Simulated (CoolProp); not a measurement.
Values from CoolProp's reference Helmholtz-energy equation of state, Lemmon 2016.

Problem. For R227EA, give the phase and the cv (kJ/(kg K)), speed of sound (m/s), viscosity (µPa s), Prandtl number at 365.1 K and 10.5 kPa.

Solution. 
- 365.1 K and 10.5 kPa: gas; cv 0.852, speed of sound 137, viscosity 14.2, Prandtl number 0.697

Viscosity comes from a separate model (Huber 2003), an estimate that may be off by 10 % or more. Thermal conductivity comes from a separate model (Huber 2003), an estimate that may be off by 10 % or more.
